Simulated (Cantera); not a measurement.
## Silicon carbide growth: SiF4 + C2H4 + H2

Feed: 1 mol SiF4, 0.28 mol C2H4, a varied amount of H2, held at 1473 K and 17.0 mbar.

These are equilibrium values from Cantera (NASA tables, ideal gas, pure condensed phases), not measurements of a reactor. Candidate condensed phases: C, C6H6, C7H8, C8H18, Si, SiC; 113 gas species. The tables' values for SiF3, SiF2 are old estimates; treat these amounts as uncertain. Rates play no part.

```tsv
n(H2) (mol)	log p H2	log p SiF4	log p HF	log p SiF3	log p SiHF3	log p SiF2	n C(graphite)	n SiC(s)
15	-1.80	-3.06	-3.63	-3.98	-4.63	-5.12	0.537	0.0216
20	-1.80	-3.19	-3.66	-4.07	-4.72	-5.18	0.527	0.0321
25	-1.79	-3.29	-3.68	-4.15	-4.79	-5.23	0.516	0.0421
33	-1.79	-3.41	-3.71	-4.24	-4.88	-5.30	0.501	0.0574
42	-1.78	-3.53	-3.74	-4.33	-4.96	-5.35	0.484	0.0737
54	-1.78	-3.65	-3.77	-4.42	-5.05	-5.41	0.462	0.0943
69	-1.78	-3.77	-3.80	-4.51	-5.14	-5.47	0.437	0.118
89	-1.78	-3.90	-3.83	-4.61	-5.24	-5.54	0.406	0.149
110	-1.78	-4.01	-3.86	-4.69	-5.33	-5.60	0.375	0.178
150	-1.78	-4.18	-3.90	-4.82	-5.45	-5.68	0.321	0.230
190	-1.77	-4.32	-3.93	-4.92	-5.56	-5.75	0.272	0.276
240	-1.77	-4.47	-3.97	-5.03	-5.66	-5.82	0.216	0.329
310	-1.77	-4.64	-4.01	-5.16	-5.79	-5.91	0.146	0.395
```
log p: log10 of the partial pressure in bar; n: condensed amount in mol.

From 15 mol H2 to 310 mol H2 the condensed part is C(graphite) + SiC(s). The main Si-bearing gas is SiF4 throughout. The share of Si in condensed phases is highest at 310 mol H2 (39.5 %) and lowest at 15 mol H2 (2.2 %).
